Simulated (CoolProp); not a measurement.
n-pentane at 293.15 K and 0.00518 MPa flows at 0.45 m/s in a round tube of 20 mm bore and 0.25 µm roughness, fully developed (64/Re and Nu = 3.66 if laminar; Colebrook and Gnielinski if turbulent). Each further row changes one setting.

Model: reference Helmholtz-energy equation of state, Thol 2019, in CoolProp.

```tsv
case	Reynolds number	Darcy friction factor	pressure drop (Pa/m)	heat-transfer coefficient (W/(m² K))	mass flow (kg/h)
as stated	208	0.308	(withheld)	2.55	(withheld)
velocity 0.9 m/s	416	0.154	(withheld)	2.55	(withheld)
diameter 40 mm	416	0.154	(withheld)	(withheld)	(withheld)
```

Problem. Complete the blanks.

Solution. 
- as stated, pressure drop (Pa/m): 0.240
- as stated, mass flow (kg/h): 0.0782
- velocity 0.9 m/s, pressure drop (Pa/m): 0.479
- velocity 0.9 m/s, mass flow (kg/h): 0.156
- diameter 40 mm, pressure drop (Pa/m): 0.0599
- diameter 40 mm, heat-transfer coefficient (W/(m² K)): 1.28
- diameter 40 mm, mass flow (kg/h): 0.313

Viscosity comes from a separate model (Quiñones-Cisneros 2006), older than the equation that it now runs on, and unchecked against measurements. Thermal conductivity comes from a separate model (Vassiliou 2015).
